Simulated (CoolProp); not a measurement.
Saturated liquid density (kg/m³) of methane: the reference equation beside estimates from Tc = 190.6 K, pc = 45.99 bar, ω = 0.011. Rackett uses Z = 0.29056 − 0.08775 ω.

Computed with CoolProp (reference Helmholtz-energy equation of state, Setzmann 1991).

| T (K) | reference | Rackett | van der Waals | Redlich-Kwong | Peng-Robinson |
|---|---|---|---|---|---|
| 136.7 | 382.7 | 381.5 | 261.7 | 378.1 | 423.6 |
| 140.9 | 375.2 | 374.0 | 256.3 | 368.4 | 413.2 |
| 145 | 367.6 | 366.4 | 250.8 | 358.5 | 402.5 |
| 149.2 | 359.5 | 358.3 | 244.8 | 347.8 | 390.9 |
| 153.4 | 350.9 | 349.8 | 238.6 | 336.5 | 378.5 |
| 157.5 | [?] | [?] | 232.0 | [?] | 365.5 |
| 161.7 | 332.3 | 331.3 | 224.9 | 311.9 | 351.1 |
| 165.9 | 321.8 | 321.0 | [?] | 298.1 | 335.6 |
| 170 | 310.5 | 309.9 | 209.0 | 283.4 | 318.9 |

**Question.** Fill in the missing entries.

**Answer.** 
- 157.5, reference: 342.0
- 157.5, Rackett: 340.9
- 157.5, Redlich-Kwong: 324.8
- 165.9, van der Waals: 217.2

Absolute difference from the reference over all 9 rows, mean and median: Rackett 0.3 and 0.3 %, van der Waals 32.1 and 32.0 %, Redlich-Kwong 4.5 and 4.1 %, Peng-Robinson 7.4 and 7.9 %.
